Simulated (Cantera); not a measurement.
Input: 1 mol SiH4, 0.066 mol O2, 64 mol N2, at 675 K and 120 Pa.

These are equilibrium values from Cantera (NASA tables, ideal gas, pure condensed phases), not measurements of a reactor. Candidate condensed phases: H2O, Si, SiO2, Si2N2O, Si3N4; 35 gas species. N2 is the only nitrogen source here; it is nearly inert below about 1500 K, so the nitride shown seldom forms there in practice. The numbers say what is thermodynamically allowed, not how fast it happens.

Base state: N2 0.969, H2 0.0306 (mole fractions); condensed: Si2N2O(s) + Si3N4(s).

Problem. What changes in the equilibrium state with this change: temperature from 675 K to 1898 K?

Solution. 
```
species         before     after
--------------  ------  --------
N2               0.969     0.956
H2              0.0306    0.0280
Si               <1e-9    0.0102
H                <1e-9   0.00377
SiO              <1e-9   0.00197
Si2N             <1e-9  0.000169
SiN              <1e-9  0.000117
Si2              <1e-9   8.18e-5
Si2N2O(s), mol   0.132         0
Si3N4(s), mol    0.245         0
Si(l), mol           0     0.134
```
The tables' values for SiN are old estimates; treat these amounts as uncertain.

Problem. What changes in the equilibrium state with this change: SiH4 replaced by SiCl4?

Solution. 
```csv
species,before,after
N2,0.969,0.984
SiCl4,0,0.0144
Cl2,0,0.00203
H2,0.0306,0
"Si2N2O(s), mol",0.132,0
"Si3N4(s), mol",0.245,0
"SiO2(α-quartz), mol",0,0.0660
```

Problem. What changes in the equilibrium state with this change: temperature from 675 K to 1948 K?

Solution. 
| species | before | after |
|---|---|---|
| N2 | 0.969 | 0.953 |
| H2 | 0.0306 | 0.0271 |
| Si | <1e-9 | 0.0124 |
| H | <1e-9 | 0.00537 |
| SiO | <1e-9 | 0.00197 |
| SiN | <1e-9 | 0.000124 |
| Si2N2O(s), mol | 0.132 | 0 |
| Si3N4(s), mol | 0.245 | 0 |
The tables' values for SiN are old estimates; treat these amounts as uncertain.
